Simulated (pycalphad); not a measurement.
Source of the numbers: pycalphad with the COST 507 light-alloy database (1999); pressure 1 atm. The data set is of 1999 and partly superseded. Amounts are mole fractions of atoms.

Give the equilibrium state of Ti-2.28Hf-0.53B (at.%) at 1077 °C.


```
T = 1350.00 K, P = 101325 Pa, N = 1 mol of atoms
G = -72487 J/mol, H = 35100 J/mol, S = 79.69 J/(mol K)  (SER reference)
chemical potentials (J/mol): Ti -70459, Hf -132291, B -187147
phase             fraction      x(Ti)      x(Hf)       x(B)
BCC_A2              0.9924     0.9755     0.0230     0.0015
BM                  0.0076     0.4984     0.0016     0.5000
```

Give the equilibrium state of Ti-2.28Hf-0.53B (at.%) at 852 °C.


```
T = 1125.00 K, P = 101325 Pa, N = 1 mol of atoms
G = -55199 J/mol, H = 24227 J/mol, S = 70.60 J/(mol K)  (SER reference)
chemical potentials (J/mol): Ti -53443, Hf -100820, B -180803
phase             fraction      x(Ti)      x(Hf)       x(B)
HCP_A3              0.9924     0.9755     0.0230     0.0015
BM                  0.0076     0.4984     0.0016     0.5000
```

Database names, with the compositions (at.%) that they take in these runs: BM: Ti 50 B 50. BCC_A2 is bcc; HCP_A3 is hcp.
